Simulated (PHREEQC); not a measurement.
Solution (28 °C and 100 atm): 0.0042 mol/kgw Cu(NO3)2, 6.5e-05 mol/kgw HNO3 and 0.0007 mol/kgw Na2SO4. Closed to the air; pH follows from the charge balance.

Computed with PHREEQC (ion-association model, phreeqc.dat).

This is a speciation only: nothing precipitates in the calculation.

**Question.** What pH, specific conductance does the model give?

**Answer.** pH 4.24; specific conductance 1170 µS/cm.

**Question.** In which forms is S present?

**Answer.** SO4-2 76 %, CuSO4 23 % of the S.

Complexes and solids missing from the database can't appear. Under pressure, the constants of complexes without a molar volume in the database are unreliable.
